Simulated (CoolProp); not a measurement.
A Linde-Hampson liquefier for CF4 (R14): isothermal reversible compression at 290 K from 1 atm to 30 MPa, throttling to 1 atm, return gas leaving the recuperator 2 K below the feed. Each further row changes one setting.

Values from CoolProp's reference Helmholtz-energy equation of state, Platzer 1990. This equation is an older, rougher fit; its heat capacities, sound speeds and derivatives of the liquid may be far off and weren't checked against measurements.

```json
[
 {"case": "as stated", "liquid yield per pass": "0.313", "compression work (kJ/kg of gas)": "138"},
 {"case": "warm-end temperature 320 K", "liquid yield per pass": "0.245", "compression work (kJ/kg of gas)": "159"},
 {"case": "warm-end gap 7 K", "liquid yield per pass": "0.303", "compression work (kJ/kg of gas)": "138"}
]
```
